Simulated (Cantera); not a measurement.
What does this Cantera script print?

```python
import numpy as np
import cantera as ct

gas = ct.Solution("gri30.yaml")
gas.TPX = 1525, 120000, {'NO': 1, 'N2': 7.3, 'H2O': 0.017}
reactor = ct.IdealGasConstPressureReactor(gas, energy="off", clone=False)
net = ct.ReactorNet([reactor])
net.rtol, net.atol = 1e-08, 1e-18
show = ['NO', 'NO2', 'N2O', 'O', 'N2', 'O2']
times = np.geomspace(7e-06, 80, 12)

steps = ct.SolutionArray(gas, extra=["t"])
rows = []
print(f"{'t/s':>10s}{'T/K':>9s}{'P/Pa':>11s}" + "".join(f"{s:>11s}" for s in show))
for t in times:
    while net.time < t:
        t_next = net.step()
        steps.append(gas.state, t=t_next)
    rows.append([np.interp(t, steps.t, y) for y in (steps.T, steps.P, *steps(*show).X.T)])
    print(f"{t:10.3e}{rows[-1][0]:9.1f}{rows[-1][1]:11.4g}" + "".join(f"{x:11.3e}" for x in rows[-1][2:]))
rate = np.gradient(steps.T, steps.t)
print("integrator steps:", len(steps.t))
if steps.T.max() > steps.T[0] + 200:
    print(f"time of steepest temperature rise: {steps.t[rate.argmax()]:.4e} s")
gas.TPX = 1525, 120000, {'NO': 1, 'N2': 7.3, 'H2O': 0.017}
gas.equilibrate("TP")
print(f"equilibrium (TP): T = {gas.T:.1f} K  " + "  ".join(f"{s} {gas[s].X[0]:.3e}" for s in show))
```

It prints:

```
       t/s      T/K       P/Pa         NO        NO2        N2O          O         N2         O2
 7.000e-06   1525.0    1.2e+05  1.202e-01  1.838e-10  1.533e-09  1.338e-09  8.777e-01  5.329e-14
 3.067e-05   1525.0    1.2e+05  1.202e-01  2.674e-09  6.711e-09  3.891e-09  8.777e-01  7.817e-13
 1.344e-04   1525.0    1.2e+05  1.202e-01  2.262e-08  2.934e-08  5.583e-09  8.777e-01  6.994e-12
 5.889e-04   1525.0    1.2e+05  1.202e-01  1.180e-07  1.273e-07  6.047e-09  8.777e-01  4.633e-11
 2.580e-03   1525.0    1.2e+05  1.202e-01  5.618e-07  5.342e-07  8.030e-09  8.777e-01  4.826e-10
 1.131e-02   1525.0    1.2e+05  1.202e-01  2.908e-06  1.952e-06  1.789e-08  8.777e-01  1.473e-08
 4.953e-02   1525.0    1.2e+05  1.202e-01  1.488e-05  4.418e-06  6.370e-08  8.777e-01  9.910e-07
 2.170e-01   1525.0    1.2e+05  1.201e-01  3.321e-05  4.975e-06  1.278e-07  8.778e-01  2.793e-05
 9.510e-01   1525.0    1.2e+05  1.198e-01  3.831e-05  4.948e-06  1.466e-07  8.779e-01  1.864e-04
 4.167e+00   1525.0    1.2e+05  1.184e-01  5.301e-05  4.833e-06  2.027e-07  8.786e-01  8.758e-04
 1.826e+01   1525.0    1.2e+05  1.126e-01  8.719e-05  4.370e-06  3.459e-07  8.815e-01  3.743e-03
 8.000e+01   1525.0    1.2e+05  9.250e-02  1.303e-04  2.957e-06  6.235e-07  8.916e-01  1.374e-02
integrator steps: 1041
equilibrium (TP): T = 1525.0 K  NO 8.065e-04  NO2 2.334e-06  N2O 5.866e-08  O 1.271e-06  N2 9.374e-01  O2 5.971e-02
```

Cantera simulation using GRI-Mech 3.0 (53 species, 325 reactions); the numbers are that mechanism's predictions, not measurements.
